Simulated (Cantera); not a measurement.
Input: 1 mol SiCl₄, 0.28 mol NO, 8 mol H₂, equilibrated at 1725 K and 0.410 bar.

These are equilibrium values from Cantera (NASA tables, ideal gas, pure condensed phases), not measurements of a reactor. Candidate condensed phases: H₂O, NH₄Cl, Si, SiO₂, Si₂N₂O, Si₃N₄; 47 gas species. The tables' values for SiCl₃ are old estimates; treat these amounts as uncertain. Equilibrium is a limit: real reactors are often held back by kinetics, nucleation or transport.

Base state: H₂ 0.658, HCl 0.268, SiCl₂ 0.0479, SiO 0.0146, SiCl₃ 0.00721, SiCl₄ 0.00203, SiHCl₃ 0.00103, N₂ 0.000746 (mole fractions); condensed: Si₂N₂O(s).

Problem. What changes in the equilibrium state with this change: SiCl₄ replaced by SiH₂Cl₂?

Solution. 
```json
[
 {"species": "H₂", "before": "0.658", "after": "0.837"},
 {"species": "HCl", "before": "0.268", "after": "0.102"},
 {"species": "SiCl₂", "before": "0.0479", "after": "0.0432"},
 {"species": "SiCl₃", "before": "0.00721", "after": "0.00220"},
 {"species": "SiO", "before": "0.0146", "after": "0.0139"},
 {"species": "SiH₂", "before": "1.45e-6", "after": "1.44e-5"},
 {"species": "SiCl₄", "before": "0.00203", "after": "0.000210"},
 {"species": "N₂", "before": "0.000746", "after": "9.99e-5"},
 {"species": "Si₂N₂O(s), mol", "before": "0.132", "after": "0.139"},
 {"species": "Si(l), mol", "before": "0", "after": "0.114"}
]
```
Mutual solubility and eutectic melting of coexisting phases are not modelled. The tables' values for SiCl₃, SiCl are old estimates; treat these amounts as uncertain. Gases not in the tables: Si₂H₆ and higher silanes.

Problem. What changes in the equilibrium state with this change: H₂ from 8 to 0.22 mol?

Solution. 
```csv
species,before,after
SiCl₄,0.00203,0.556
HCl,0.268,0.286
N₂,0.000746,0.0911
H₂,0.658,1.98e-6
Cl₂,4.70e-8,0.0178
SiO,0.0146,6.56e-7
SiCl₂,0.0479,3.46e-5
Cl,7.41e-5,0.0456
SiH₂Cl₂,9.27e-5,<1e-9
SiHCl₃,0.00103,7.98e-7
H,0.000235,4.09e-7
"Si₂N₂O(s), mol",0.132,0
"SiO₂(condensed), mol",0,0.140
```
The tables hold silica as quartz up to 1696 K and as liquid above; real silica turns to tridymite and cristobalite and melts near 1996 K.

Problem. What changes in the equilibrium state with this change: pressure from 0.410 bar to 0.133 bar?

Solution. 
```tsv
species	before	after
H₂	0.658	0.653
HCl	0.268	0.262
SiCl₂	0.0479	0.0557
SiO	0.0146	0.0184
N₂	0.000746	0.00467
H₂O	4.92e-5	1.67e-5
SiCl₄	0.00203	0.000742
SiHCl₃	0.00103	0.000382
SiH₂Cl₂	9.27e-5	3.47e-5
Si₂N₂O(s), mol	0.132	0.0923
```
The tables' values for SiCl₃, SiCl are old estimates; treat these amounts as uncertain.
